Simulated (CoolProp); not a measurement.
Isobutene along the isobar 47.2 bar: fugacity coefficient from the reference equation and from simpler models built on Tc = 418.1 K, pc = 40.16 bar, ω = 0.193; each cubic takes its own stable root.

Values from CoolProp's reference Helmholtz-energy equation of state, Lemmon 2005. It is a short technical equation, of lower accuracy than the large ones.

| T (K) | phase | reference |
|---|---|---|
| 294.7 | liquid | 0.06366 |
| 317.9 | liquid | 0.1170 |
| 341.1 | liquid | 0.1927 |
| 364.3 | liquid | 0.2908 |
| 387.6 | liquid | 0.4083 |
| 410.8 | liquid | 0.5364 |
| 434 | supercritical | 0.6498 |
| 457.2 | supercritical | 0.7120 |
| 480.4 | supercritical | 0.7577 |
| 503.6 | supercritical | 0.7943 |
| 526.8 | supercritical | 0.8242 |
| 550 | supercritical | 0.8493 |

Problem. How far does each simpler model (van der Waals, Redlich-Kwong, Soave-Redlich-Kwong) lie from the reference over these 12 states: mean and median of the absolute difference, and the worst?

Solution. 
- van der Waals: mean 41.1 %, median 7.2 %, worst +202.4 % at 294.7 K and 47.2 bar
- Redlich-Kwong: mean 9.7 %, median 2.6 %, worst +36.5 % at 294.7 K and 47.2 bar
- Soave-Redlich-Kwong: mean 2.4 %, median 2.1 %, worst +3.9 % at 364.3 K and 47.2 bar
